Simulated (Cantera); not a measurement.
A diamond (100) surface in a fixed gas of H2 with x(CH4) = 0.005, x(H) = 0.0067, at 1150 K, 113 Torr; coverages are run to steady state.

Detailed kinetics in Cantera: the Harris–Goodwin 1993 mechanism for the reconstructed diamond (100) surface.

One state of this run: growth (µm/h) = 7.96; θ c6HH = 0.473; θ c6H* = 0.0331; θ c6*H = 0.466; θ c6** = 0.0235; θ c6HM = 0.00256. θ: site fractions in the mechanism's names (c6HH fully hydrogenated, c6H* and c6*H radical sites, c6** diradical, c6HM methylated).

Problem. Which value of x(CH3) does it belong to?
A) 7.1e-05
B) 0.00017
C) 0.00039
D) 2.3e-06

Solution. A, 7.1e-05
